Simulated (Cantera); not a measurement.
Cantera run, input and output.

```python
import numpy as np
import cantera as ct

surf = ct.Interface("ptcombust.yaml", "Pt_surf")
gas = surf.adjacent["gas"]
gas.TPX = 300, 24000, {'H2': 0.015, 'O2': 0.18, 'N2': 0.79}
jet = ct.ImpingingJet(gas=gas, width=0.052, surface=surf)
jet.inlet.mdot, jet.inlet.T, jet.inlet.X = 0.056, 300, {'H2': 0.015, 'O2': 0.18, 'N2': 0.79}
jet.set_refine_criteria(ratio=10, slope=0.2, curve=0.3)
show, cover = ['H2', 'O2', 'H2O', 'OH'], ["PT(S)", "H(S)", "O(S)", "OH(S)", "CO(S)", "C(S)"]

rows = []
print(f"{'Ts/K':>7s}" + "".join(f"{s:>11s}" for s in show + cover) + "   (gas at the wall, coverages)")
for i, Ts in enumerate([600, 650, 700, 750, 800, 850]):
    jet.surface.T = Ts
    if i == 0:
        surf.TP = Ts, 24000
        surf.coverages = "PT(S):0.5, O(S):0.5"
        surf.advance_coverages(1.0)
        jet.set_initial_guess(products="inlet")
    jet.solve(loglevel=0, auto=(i == 0))
    rows.append([*(jet.X[gas.species_index(s), -1] for s in show), *surf[cover].coverages])
    print(f"{Ts:7g}" + "".join(f"{x:11.3e}" for x in rows[-1]))
```

It prints:

```
   Ts/K         H2         O2        H2O         OH      PT(S)       H(S)       O(S)      OH(S)      CO(S)       C(S)   (gas at the wall, coverages)
    600  1.704e-03  1.683e-01  2.629e-02  1.000e-12  1.669e-02  4.901e-10  9.789e-01  4.428e-03 -4.897e-22 -1.506e-31
    650  1.667e-03  1.683e-01  2.616e-02  1.279e-11  1.787e-02  6.411e-10  9.791e-01  2.998e-03  2.348e-19  6.015e-27
    700  1.471e-03  1.682e-01  2.634e-02  1.091e-10  2.139e-02  1.092e-09  9.763e-01  2.275e-03  1.993e-20  1.842e-31
    750  1.042e-03  1.678e-01  2.700e-02  6.261e-10  3.243e-02  2.816e-09  9.655e-01  2.035e-03  1.059e-19  5.259e-28
    800  6.448e-04  1.675e-01  2.760e-02  2.660e-09  5.549e-02  9.169e-09  9.425e-01  1.997e-03  1.510e-21  6.044e-27
    850  4.175e-04  1.673e-01  2.789e-02  9.154e-09  9.078e-02  2.779e-08  9.073e-01  1.956e-03  1.031e-20  2.129e-25
```

Cantera simulation using Deutschmann's 1995 Pt surface mechanism with GRI-Mech 3.0 gas chemistry; the numbers are that mechanism's predictions, not measurements. Catalytic surfaces can have several steady states; this one follows from the mechanism file's or the stated starting coverage.
